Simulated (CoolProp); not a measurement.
Properties of R124 along the isobar 19400 kPa (Tc = 395.4 K, pc = 3624 kPa, ω = 0.288).

Values from CoolProp's reference Helmholtz-energy equation of state, de Vries 1995.

| T (K) | phase | cp (kJ/(kg K)) | cv (kJ/(kg K)) | speed of sound (m/s) | isothermal compressibility (1/MPa) | Prandtl number |
|---|---|---|---|---|---|---|
| 370.8 | liquid | 1.166 | 0.8408 | 467.3 | 0.005146 | 3.25 |
| 377 | liquid | 1.174 | 0.8474 | 452.6 | 0.005564 | 3.17 |
| 383.1 | liquid | 1.183 | 0.8540 | 438.6 | 0.006014 | 3.09 |
| 389.3 | liquid | 1.192 | 0.8607 | 424.7 | 0.006513 | 3.02 |
| 395.4 | liquid | 1.201 | 0.8673 | 411.5 | 0.007048 | 2.95 |
| 401.6 | supercritical | 1.210 | 0.8740 | 398.4 | 0.007642 | 2.88 |
| 407.7 | supercritical | 1.220 | 0.8807 | 386.0 | 0.008278 | 2.82 |
| 413.8 | supercritical | 1.229 | 0.8874 | 374.1 | 0.008968 | 2.75 |
| 420 | supercritical | 1.238 | 0.8941 | 362.3 | 0.009729 | 2.69 |
| 426.1 | supercritical | 1.247 | 0.9008 | 351.3 | 0.01054 | 2.63 |
| 432.3 | supercritical | 1.256 | 0.9077 | 340.5 | 0.01142 | 2.56 |
| 438.4 | supercritical | 1.264 | 0.9144 | 330.5 | 0.01236 | 2.51 |
| 444.6 | supercritical | 1.273 | 0.9213 | 320.8 | 0.01337 | 2.45 |
| 450.7 | supercritical | 1.281 | 0.9280 | 311.8 | 0.01442 | 2.39 |
| 456.9 | supercritical | 1.288 | 0.9349 | 303.2 | 0.01555 | 2.34 |

Viscosity comes from a separate model (Bell 2016), an estimate that may be off by 10 % or more. Thermal conductivity comes from a separate model (Huber 2003), an estimate that may be off by 10 % or more.
